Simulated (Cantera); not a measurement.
Input: 1 mol borazine, 34 mol N2, 0.74 mol H2, held at 1.00 bar.

Cantera equilibrium calculation (NASA polynomials, part measured and part estimated; ideal gas, pure solids and liquids). Candidate condensed phases: B, BN; 15 gas species. The feed counts by its element totals alone. Kinetics and transport are ignored. All values below are at 1525 °C.

Base state: N2 0.901, H2 0.0990, H 0.000111 (mole fractions); condensed: BN(s).

Problem. What changes in the equilibrium state with this change: pressure from 1.00 bar to 12.0 mbar?

Solution. 
```json
[
 {"species": "N2", "before": "0.901", "after": "0.900"},
 {"species": "H2", "before": "0.0990", "after": "0.0985"},
 {"species": "H", "before": "0.000111", "after": "0.00101"},
 {"species": "BN(s), mol", "before": "3.00", "after": "3.00"}
]
```
